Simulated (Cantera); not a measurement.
Cantera with NASA thermochemical tables; ideal gases at 1 bar, condensed phases pure. Values are per mole of reaction as written; species without (g) are pure solids or liquids, kept so even where they would boil at 1 bar.

Ba(OH)₂ → BaO + O(g) + 2 H(g), with ΔH° = 1083.4 kJ and ΔS° = 355.5 J/K at 300 K.

**Question.** How far is the shortcut ΔG° ≈ ΔH°(300 K) − T·ΔS°(300 K) from the full temperature-dependent value at 1623, 1673, 1723, 1773, 1823, 1873, 1923, 1973, 2023 K?

**Answer.** 
| T (K) | shortcut (kJ) | full (kJ) | difference (kJ) | difference in log10 K | condensed phases |
|---|---|---|---|---|---|
| 1623 | 506.4 | 540.7 | -34.3 | 1.10 | Ba(OH)₂(l), BaO(s) |
| 1673 | 488.6 | 525.1 | -36.5 | 1.14 | Ba(OH)₂(l), BaO(s) |
| 1723 | 470.8 | 509.6 | -38.7 | 1.17 | Ba(OH)₂(l), BaO(s) |
| 1773 | 453.1 | 494.1 | -41.0 | 1.21 | Ba(OH)₂(l), BaO(s) |
| 1823 | 435.3 | 478.6 | -43.3 | 1.24 | Ba(OH)₂(l), BaO(s) |
| 1873 | 417.5 | 463.1 | -45.6 | 1.27 | Ba(OH)₂(l), BaO(s) |
| 1923 | 399.7 | 447.6 | -47.9 | 1.30 | Ba(OH)₂(l), BaO(s) |
| 1973 | 382.0 | 432.2 | -50.2 | 1.33 | Ba(OH)₂(l), BaO(s) |
| 2023 | 364.2 | 416.8 | -52.6 | 1.36 | Ba(OH)₂(l), BaO(s) |
The shortcut ignores heat capacities and the phase changes listed.
